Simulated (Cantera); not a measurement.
## Abatement and gas-phase synthesis: PH3 + H2O + O2

Input: 1 mol PH3, 0.2 mol H2O, a varied amount of O2, held at 2677 °C and 100 Torr.

Equilibrium computed with Cantera from the NASA thermochemical tables; the gas is ideal and each condensed phase is pure. Candidate condensed phases: H2O, P, P4O10; 17 gas species. Gases not in the tables: HPO2, HPO3 and P4O6. Equilibrium is a limit: real reactors are often held back by kinetics, nucleation or transport.

```json
[
 {"n(O2) (mol)": "1.1", "log p O2": "-2.87", "log p H2O": "-1.56", "log p H2": "-1.54", "log p O": "-2.46", "log p PO2": "-1.74", "log p PO": "-1.62", "log p H": "-1.64", "log p OH": "-2.15"},
 {"n(O2) (mol)": "1.9", "log p O2": "-1.92", "log p H2O": "-1.46", "log p H2": "-1.92", "log p O": "-1.98", "log p PO2": "-1.61", "log p PO": "-1.96", "log p H": "-1.83", "log p OH": "-1.86"},
 {"n(O2) (mol)": "2.7", "log p O2": "-1.59", "log p H2O": "-1.53", "log p H2": "-2.16", "log p O": "-1.82", "log p PO2": "-1.65", "log p PO": "-2.17", "log p H": "-1.95", "log p OH": "-1.82"},
 {"n(O2) (mol)": "3.5", "log p O2": "-1.43", "log p H2O": "-1.61", "log p H2": "-2.32", "log p O": "-1.74", "log p PO2": "-1.71", "log p PO": "-2.31", "log p H": "-2.03", "log p OH": "-1.82"},
 {"n(O2) (mol)": "4.3", "log p O2": "-1.34", "log p H2O": "-1.69", "log p H2": "-2.44", "log p O": "-1.69", "log p PO2": "-1.77", "log p PO": "-2.41", "log p H": "-2.09", "log p OH": "-1.83"},
 {"n(O2) (mol)": "5.1", "log p O2": "-1.29", "log p H2O": "-1.76", "log p H2": "-2.54", "log p O": "-1.66", "log p PO2": "-1.82", "log p PO": "-2.49", "log p H": "-2.14", "log p OH": "-1.85"},
 {"n(O2) (mol)": "5.9", "log p O2": "-1.25", "log p H2O": "-1.82", "log p H2": "-2.62", "log p O": "-1.64", "log p PO2": "-1.87", "log p PO": "-2.56", "log p H": "-2.18", "log p OH": "-1.87"},
 {"n(O2) (mol)": "6.6", "log p O2": "-1.22", "log p H2O": "-1.87", "log p H2": "-2.68", "log p O": "-1.63", "log p PO2": "-1.91", "log p PO": "-2.61", "log p H": "-2.21", "log p OH": "-1.89"},
 {"n(O2) (mol)": "7.4", "log p O2": "-1.19", "log p H2O": "-1.92", "log p H2": "-2.75", "log p O": "-1.62", "log p PO2": "-1.95", "log p PO": "-2.67", "log p H": "-2.24", "log p OH": "-1.91"},
 {"n(O2) (mol)": "8.2", "log p O2": "-1.17", "log p H2O": "-1.97", "log p H2": "-2.80", "log p O": "-1.61", "log p PO2": "-1.99", "log p PO": "-2.71", "log p H": "-2.27", "log p OH": "-1.93"},
 {"n(O2) (mol)": "9", "log p O2": "-1.16", "log p H2O": "-2.01", "log p H2": "-2.86", "log p O": "-1.60", "log p PO2": "-2.02", "log p PO": "-2.76", "log p H": "-2.30", "log p OH": "-1.95"}
]
```
log p: log10 of the partial pressure in bar; nothing condenses.

From 1.1 mol O2 to 9 mol O2 nothing is condensed.
